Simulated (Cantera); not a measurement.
Cantera run:

```python
import numpy as np
import cantera as ct

gas_names = """
    C CH CH2 CH3 CH2OH CH3O CH4 CH3OH CO CO2 COOH C2 C2H CHCO,ketyl C2H2,acetylene C2H2,vinylidene
    CH2CO,ketene C2H3,vinyl CH3CO,acetyl C2H4 C2H4O,ethylen CH3CHO,ethanal CH3COOH (HCOOH)2 C2H5 C2H6
    CH3OCH3 C2H5OH C2O C3 C3H3,propargyl C3H4,allene C3H4,propyne C3H4,cyclo- C3H5,allyl C3H6,propylene
    C3H6,cyclo- C3H6O C3H7,n-propyl C3H7,i-propyl C3H8 C3H8O,1propanol C3H8O,2propanol C3O2 C4 C4H2
    C4H4,1,3-cyclo- C4H6,butadiene C4H6,2-butyne C4H6,cyclo- C4H8,1-butene C4H8,cis2-buten
    C4H8,tr2-butene C4H8,isobutene C4H8,cyclo- (CH3COOH)2 C4H9,n-butyl C4H9,i-butyl C4H9,s-butyl
    C4H9,t-butyl C4H10,isobutane C4H10,n-butane C5 C5H6,1,3cyclo- C5H8,cyclo- C5H10,1-pentene
    C5H10,cyclo- C5H11,pentyl C5H11,t-pentyl C5H12,n-pentane C5H12,i-pentane CH3C(CH3)2CH3 C6H2
    C6H5,phenyl C6H5O,phenoxy C6H6 C6H5OH,phenol C6H10,cyclo- C6H12,1-hexene C6H12,cyclo- C6H13,n-hexyl
    C7H7,benzyl C7H8 C7H8O,cresol C7H14,1-heptene C7H15,n-heptyl C7H16,n-heptane C8H8,styrene
    C8H10,ethylbenz C8H16,1-octene C8H17,n-octyl C8H18,isooctane C8H18,n-octane C9H19,n-nonyl
    C10H8,naphthale C10H21,n-decyl C12H9,o-bipheny C12H10,bipheny H HCO HO2 H2 HCHO,formaldehy HCOOH H2O
    H2O2 O OH O2 O3
""".split()
cond_names = """
    C(gr) C6H6(L) C7H8(L) C8H18(L),n-octa H2O(s) H2O(L)
""".split()


def load(file, names, dense=False):
    # The tables refer to 1 bar. Condensed volumes are neglected.
    table = {s.name: s for s in ct.Species.list_from_file(file)}
    out = []
    for n in names:
        d = dict(table[n].input_data)
        d["thermo"] = dict(d["thermo"], **{"reference-pressure": 1e5})
        if dense:
            d["equation-of-state"] = {"model": "constant-volume", "density": "1e6 g/cm^3"}
        out.append(ct.Species.from_dict(d))
    return out


gas = ct.Solution(thermo="ideal-gas", species=load("nasa_gas.yaml", gas_names))
cond = {s.name: ct.Solution(thermo="fixed-stoichiometry", species=[s], name=s.name)
        for s in load("nasa_condensed.yaml", cond_names, dense=True)}
atoms = {
    'toluene': {'C': 7, 'H': 8},
    'CO2': {'C': 1, 'O': 2},
    'O2': {'O': 2},
}
top_T = {'C(gr)': 4500}  # K; cautious upper limits of use, not melting points


def equilibrate(T, P, feed):
    n = {}
    for name, mol in feed.items():
        for a, k in atoms[name].items():
            n[a] = n.get(a, 0.0) + k * mol
    gas.TPX = T, P, n
    mass = sum(n.values()) * gas.mean_molecular_weight
    gas.equilibrate("TP")
    valid = [c for c in cond.values() if c.min_temp <= T <= top_T.get(c.name, c.max_temp)]
    mix = ct.Mixture([(gas, mass / gas.mean_molecular_weight)] + [(c, 0.0) for c in valid])
    mix.T, mix.P = T, P
    mix.equilibrate("TP", solver="vcs", rtol=1e-11, max_steps=5000)
    return mix


results = []
feed = {'toluene': 1, 'CO2': 0.025, 'O2': 0.78}  # mol
T = 623.15  # K
P = 1333.22  # Pa
mix = equilibrate(T, P, feed)
results.append((T, P, feed, dict(zip(mix.species_names, mix.species_moles))))
print(gas.report(threshold=0.0001))
for i in range(1, mix.n_phases):
    print(f"{mix.phase(i).name:16s} {mix.phase_moles(i):12.5e} mol")
```

It prints:

```
       temperature   623.15 K
          pressure   1333.2 Pa
           density   0.0030751 kg/m^3
  mean mol. weight   11.951 kg/kmol
   phase of matter   gas

                          1 kg             1 kmol
                     ---------------   ---------------
          enthalpy       -8.2174e+06       -9.8203e+07  J
   internal energy        -8.651e+06       -1.0338e+08  J
           entropy             19527        2.3336e+05  J/K
    Gibbs function       -2.0386e+07       -2.4362e+08  J
 heat capacity c_p            3063.1             36606  J/K
 heat capacity c_v            2367.3             28291  J/K

                      mass frac. Y      mole frac. X     chem. pot. / RT
                     ---------------   ---------------   ---------------
               CH4           0.21087           0.15708           -44.031
                CO          0.013775         0.0058772           -55.322
               CO2           0.26857          0.072931           -109.66
                H2          0.081286           0.48185           -21.521
               H2O            0.4255           0.28226           -75.856
     [ +105 minor]        1.2788e-07        5.0733e-08

C(gr)             6.14995e+00 mol
```

Cantera equilibrium calculation (NASA polynomials, part measured and part estimated; ideal gas, pure solids and liquids).
